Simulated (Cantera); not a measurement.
Charge: 1 mol SiO2, 300 mol H2, held at 62000 Pa.

These are equilibrium values from Cantera (NASA tables, ideal gas, pure condensed phases), not measurements of a reactor. Candidate condensed phases: H2O, Si, SiO2; 18 gas species. The tables hold silica as quartz up to 1696 K and as liquid above; real silica turns to tridymite and cristobalite and melts near 1996 K. The numbers say what is thermodynamically allowed, not how fast it happens.

x: gas mole fraction; n: condensed amount in mol.

```json
[
 {"T (°C)": "1227", "x H2": "1.000", "x SiO": "5.26e-5", "x H2O": "5.26e-5", "x H": "2.24e-5", "x OH": "3.36e-11", "x SiH2": "5.93e-9", "x Si": "6.72e-11", "n SiO2(β-quartz)": "0.984", "n SiO2(condensed)": "0"},
 {"T (°C)": "1277", "x H2": "1.000", "x SiO": "0.000106", "x H2O": "0.000106", "x H": "4.00e-5", "x OH": "1.42e-10", "x SiH2": "7.69e-9", "x Si": "1.48e-10", "n SiO2(β-quartz)": "0.968", "n SiO2(condensed)": "0"},
 {"T (°C)": "1327", "x H2": "1.000", "x SiO": "0.000203", "x H2O": "0.000203", "x H": "6.90e-5", "x OH": "5.50e-10", "x SiH2": "9.82e-9", "x Si": "3.09e-10", "n SiO2(β-quartz)": "0.939", "n SiO2(condensed)": "0"},
 {"T (°C)": "1377", "x H2": "0.999", "x SiO": "0.000375", "x H2O": "0.000375", "x H": "0.000115", "x OH": "1.96e-9", "x SiH2": "1.24e-8", "x Si": "6.17e-10", "n SiO2(β-quartz)": "0.887", "n SiO2(condensed)": "0"},
 {"T (°C)": "1427", "x H2": "0.998", "x SiO": "0.000667", "x H2O": "0.000667", "x H": "0.000187", "x OH": "6.45e-9", "x SiH2": "1.53e-8", "x Si": "1.18e-9", "n SiO2(β-quartz)": "0", "n SiO2(condensed)": "0.800"},
 {"T (°C)": "1477", "x H2": "0.997", "x SiO": "?", "x H2O": "?", "x H": "?", "x OH": "?", "x SiH2": "?", "x Si": "?", "n SiO2(β-quartz)": "0", "n SiO2(condensed)": "?"},
 {"T (°C)": "1527", "x H2": "0.996", "x SiO": "0.00188", "x H2O": "0.00188", "x H": "0.000454", "x OH": "5.65e-8", "x SiH2": "2.27e-8", "x Si": "3.91e-9", "n SiO2(β-quartz)": "0", "n SiO2(condensed)": "0.436"},
 {"T (°C)": "1577", "x H2": "0.993", "x SiO": "0.00301", "x H2O": "0.00301", "x H": "0.000682", "x OH": "1.53e-7", "x SiH2": "2.72e-8", "x Si": "6.76e-9", "n SiO2(β-quartz)": "0", "n SiO2(condensed)": "0.0936"},
 {"T (°C)": "1627", "x H2": "0.992", "x SiO": "0.00332", "x H2O": "0.00332", "x H": "0.00100", "x OH": "2.76e-7", "x SiH2": "3.23e-8", "x Si": "1.14e-8", "n SiO2(β-quartz)": "0", "n SiO2(condensed)": "0"},
 {"T (°C)": "1677", "x H2": "0.992", "x SiO": "0.00332", "x H2O": "0.00332", "x H": "0.00145", "x OH": "4.41e-7", "x SiH2": "3.82e-8", "x Si": "1.86e-8", "n SiO2(β-quartz)": "0", "n SiO2(condensed)": "0"},
 {"T (°C)": "1727", "x H2": "0.991", "x SiO": "0.00332", "x H2O": "0.00332", "x H": "?", "x OH": "?", "x SiH2": "?", "x Si": "?", "n SiO2(β-quartz)": "0", "n SiO2(condensed)": "0"},
 {"T (°C)": "1777", "x H2": "0.990", "x SiO": "0.00332", "x H2O": "0.00332", "x H": "0.00287", "x OH": "1.05e-6", "x SiH2": "5.18e-8", "x Si": "4.66e-8", "n SiO2(β-quartz)": "0", "n SiO2(condensed)": "0"}
]
```

Problem. Complete the blanks.

Solution. 
- 1477, x SiO: 0.00114
- 1477, x H2O: 0.00114
- 1477, x H: 0.000295
- 1477, x OH: 1.97e-8
- 1477, x SiH2: 1.88e-8
- 1477, x Si: 2.19e-9
- 1477, n SiO2(condensed): 0.659
- 1727, x H: 0.00206
- 1727, x OH: 6.87e-7
- 1727, x SiH2: 4.46e-8
- 1727, x Si: 2.98e-8
